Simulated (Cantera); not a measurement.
**Boron, boron nitride and boron oxide: BCl3 + O2 + N2**

Charge: 1 mol BCl3, 4.7 mol O2, 1.9 mol N2, held at 2.40 mbar.

Cantera equilibrium calculation (NASA polynomials, part measured and part estimated; ideal gas, pure solids and liquids). Candidate condensed phases: B, BN, B2O3; 25 gas species. The tables' values for BOCl are old estimates; treat these amounts as uncertain. Equilibrium is a limit: real reactors are often held back by kinetics, nucleation or transport.

```json
[
 {"T (K)": "1573", "x O2": "0.438", "x Cl": "0.283", "x N2": "0.210", "x B2O3": "0.0374", "x Cl2": "0.0221", "x BO2": "0.00277", "x BOCl": "0.00502", "n B2O3(l)": "0.128"},
 {"T (K)": "1598", "x O2": "0.429", "x Cl": "0.287", "x N2": "0.206", "x B2O3": "0.0497", "x Cl2": "0.0168", "x BO2": "0.00373", "x BOCl": "0.00572", "n B2O3(l)": "0"},
 {"T (K)": "1623", "x O2": "0.427", "x Cl": "0.293", "x N2": "0.205", "x B2O3": "0.0492", "x Cl2": "0.0131", "x BO2": "0.00434", "x BOCl": "0.00566", "n B2O3(l)": "0"},
 {"T (K)": "1648", "x O2": "0.426", "x Cl": "0.298", "x N2": "0.204", "x B2O3": "0.0487", "x Cl2": "0.0102", "x BO2": "0.00503", "x BOCl": "0.00558", "n B2O3(l)": "0"},
 {"T (K)": "1673", "x O2": "0.424", "x Cl": "0.302", "x N2": "0.204", "x B2O3": "0.0482", "x Cl2": "0.00791", "x BO2": "0.00580", "x BOCl": "0.00548", "n B2O3(l)": "0"},
 {"T (K)": "1698", "x O2": "0.423", "x Cl": "0.305", "x N2": "0.203", "x B2O3": "0.0478", "x Cl2": "0.00617", "x BO2": "0.00666", "x BOCl": "0.00537", "n B2O3(l)": "0"},
 {"T (K)": "1723", "x O2": "0.422", "x Cl": "0.307", "x N2": "0.203", "x B2O3": "0.0473", "x Cl2": "0.00483", "x BO2": "0.00761", "x BOCl": "0.00525", "n B2O3(l)": "0"},
 {"T (K)": "1748", "x O2": "0.421", "x Cl": "0.309", "x N2": "0.202", "x B2O3": "0.0467", "x Cl2": "0.00379", "x BO2": "0.00866", "x BOCl": "0.00512", "n B2O3(l)": "0"},
 {"T (K)": "1773", "x O2": "0.420", "x Cl": "0.310", "x N2": "0.202", "x B2O3": "0.0461", "x Cl2": "0.00299", "x BO2": "0.00981", "x BOCl": "0.00499", "n B2O3(l)": "0"},
 {"T (K)": "1798", "x O2": "0.419", "x Cl": "0.311", "x N2": "0.202", "x B2O3": "0.0455", "x Cl2": "0.00237", "x BO2": "0.0111", "x BOCl": "0.00486", "n B2O3(l)": "0"},
 {"T (K)": "1823", "x O2": "0.417", "x Cl": "0.312", "x N2": "0.201", "x B2O3": "0.0448", "x Cl2": "0.00189", "x BO2": "0.0124", "x BOCl": "0.00473", "n B2O3(l)": "0"},
 {"T (K)": "1848", "x O2": "0.416", "x Cl": "0.312", "x N2": "0.201", "x B2O3": "0.0441", "x Cl2": "0.00151", "x BO2": "0.0139", "x BOCl": "0.00460", "n B2O3(l)": "0"},
 {"T (K)": "1873", "x O2": "0.415", "x Cl": "0.313", "x N2": "0.201", "x B2O3": "0.0433", "x Cl2": "0.00122", "x BO2": "0.0155", "x BOCl": "0.00447", "n B2O3(l)": "0"}
]
```
x: gas mole fraction; n: condensed amount in mol.

At 1573 K the condensed part is B2O3(l). From 1598 K to 1873 K nothing is condensed. The main B-bearing gas is B2O3 throughout.
